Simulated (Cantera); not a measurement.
Ignition delay

Mixture: CH₄ : O₂ : N₂ = 1 : 1.33 : 6.67 (molar parts), equivalence ratio 1.5, at 11.0 bar, adiabatic and at constant volume. Ignition delay is the time to a rise of 400 K.

Detailed kinetics in Cantera: GRI-Mech 3.0 (53 species, 325 reactions).

```
T0 (K)  delay (ms)
------  ----------
1100          23.5
1175          8.79
1250          3.55
1325          1.52
1400         0.682
1475         0.319
1550         0.154
1625        0.0773
```

The apparent activation energy between 1475 and 1625 K is 190 kJ/mol.
